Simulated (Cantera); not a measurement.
Cantera run, input and output.

```python
import numpy as np
import cantera as ct

surf = ct.Interface("ptcombust.yaml", "Pt_surf")
gas = surf.adjacent["gas"]
gas.TPX = 925, 44000, {'CO': 0.0069, 'O2': 0.049, 'N2': 0.79}
surf.TP = 925, 44000
reactor = ct.FlowReactor(gas, clone=False)
reactor.area = 0.0001  # m2
reactor.surface_area_to_volume_ratio = 220  # 1/m
reactor.mass_flow_rate = 0.44 * reactor.area * gas.density  # inlet velocity 0.44 m/s
reactor.energy_enabled = False
wall = ct.ReactorSurface(surf, reactor, clone=False)
net = ct.ReactorNet([reactor])
net.rtol, net.atol = 1e-8, 1e-16
show, cover = ['CO', 'O2', 'H2O', 'CO2'], ['PT(S)', 'H(S)', 'O(S)', 'OH(S)', 'CO(S)', 'C(S)']

rows = []
print(f"{'z/m':>9s}{'u/(m/s)':>9s}" + "".join(f"{s:>13s}" for s in show + cover))
for z in [0.00013, 0.00028, 0.00059, 0.0013, 0.0028, 0.0059, 0.013]:
    net.advance(z)
    rows.append([reactor.speed, *gas[show].X, *surf[cover].coverages])
    print(f"{z:9.4g}{rows[-1][0]:9.3g}" + "".join(f"{x:13.4e}" for x in rows[-1][1:]))
```

It prints:

```
      z/m  u/(m/s)           CO           O2          H2O          CO2        PT(S)         H(S)         O(S)        OH(S)        CO(S)         C(S)
  0.00013    0.438   1.0566e-03   5.4568e-02  -2.5306e-33   7.1294e-03   2.0713e-01   5.3454e-25   7.9253e-01   6.6464e-21   3.3999e-04   3.4394e-15
  0.00028    0.438   3.9644e-04   5.4256e-02   2.7035e-28   7.7923e-03   1.9258e-01   4.0187e-24   8.0731e-01   4.9356e-20   1.0841e-04   1.0010e-15
  0.00059    0.438   6.2958e-05   5.4098e-02  -1.5223e-27   8.1272e-03   1.8674e-01  -3.5903e-21   8.1325e-01   1.0645e-17   1.6078e-05   1.4290e-16
   0.0013    0.438   1.0504e-06   5.4069e-02  -1.1288e-28   8.1893e-03   1.8574e-01   1.1871e-23   8.1426e-01   1.5762e-19   2.6506e-07   2.3402e-18
   0.0028    0.438   1.8844e-10   5.4068e-02   1.4929e-30   8.1904e-03   1.8572e-01   1.1419e-23   8.1428e-01   1.5944e-19   4.7545e-11   4.1973e-22
   0.0059    0.438  -6.8730e-17   5.4068e-02  -6.1966e-34   8.1904e-03   1.8572e-01   1.1476e-23   8.1428e-01   1.6024e-19   3.6479e-18   3.2276e-29
    0.013    0.438  -6.1531e-17   5.4068e-02  -3.2007e-36   8.1904e-03   1.8572e-01   1.1586e-23   8.1428e-01   1.6177e-19   1.2799e-29   5.8419e-32
```

Computed with Cantera and Deutschmann's 1995 Pt surface mechanism with GRI-Mech 3.0 gas chemistry. Catalytic surfaces can have several steady states; this one follows from the mechanism file's or the stated starting coverage. Mass transfer to the wall is taken as infinitely fast.
